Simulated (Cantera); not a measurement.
Charge: 1 mol SiH₄, 0.28 mol CH₄, 78 mol H₂, equilibrated at 2548.15 K.

Method: chemical equilibrium by Gibbs-energy minimisation in Cantera with the NASA 1993 tables (ideal gas, pure condensed phases). Candidate condensed phases: C, C₆H₆, C₇H₈, C₈H₁₈, Si, SiC; 87 gas species. Gases not in the tables: Si₂H₆ and higher silanes. Kinetics and transport are ignored.

Task: Which condensed phases are stable at each of these points (P (Pa)): 100, 270, 720, 1900, 5200, 14000, 37000, 100000?

Result: 
```json
[
 {"P (Pa)": "100", "condensed phases": "gas only", "Si condensed (%)": "0.0"},
 {"P (Pa)": "270", "condensed phases": "gas only", "Si condensed (%)": "0.0"},
 {"P (Pa)": "720", "condensed phases": "gas only", "Si condensed (%)": "0.0"},
 {"P (Pa)": "1900", "condensed phases": "gas only", "Si condensed (%)": "0.0"},
 {"P (Pa)": "5200", "condensed phases": "gas only", "Si condensed (%)": "0.0"},
 {"P (Pa)": "14000", "condensed phases": "gas only", "Si condensed (%)": "0.0"},
 {"P (Pa)": "37000", "condensed phases": "gas only", "Si condensed (%)": "0.0"},
 {"P (Pa)": "100000", "condensed phases": "SiC(s)", "Si condensed (%)": "0.5"}
]
```

From 0.00100 bar to 0.370 bar nothing is condensed. At 1.00 bar the condensed part is SiC(s).
